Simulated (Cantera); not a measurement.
**Transport properties of process gases**

Gas mixture: CO : C2H4 = 0.61 : 0.7 (molar parts), at 0.0170 bar, frozen composition.

Cantera's kinetic-theory transport with the Lennard-Jones parameters of GRI-Mech 3.0, ideal gas; thermal conductivity in the multicomponent form. The composition is frozen, though it would react at the higher temperatures.

```csv
T (K),ρ (kg/m³),cp (J/kg/K),μ (µPa s),λ (mW/m/K),Pr,D (cm²/s) NO,D (cm²/s) N2,D (cm²/s) H
400,0.0143,1491,16.7,32.9,0.756,17.6,17.9,103
600,0.00955,1857,23.1,56.2,0.764,35.8,36.4,212
800,0.00716,2129,28.6,79.5,0.766,58.5,59.5,348
1000,0.00573,2344,33.5,103,0.767,85.2,86.7,509
1200,0.00478,2506,38.0,124,0.766,116,118,692
1400,0.00409,2631,42.2,145,0.766,150,152,896
1600,0.00358,2728,46.2,164,0.766,187,190,1120
1800,0.00318,2803,49.9,183,0.765,227,231,1360
```
D: mixture-averaged diffusion coefficient of that species in the mixture.
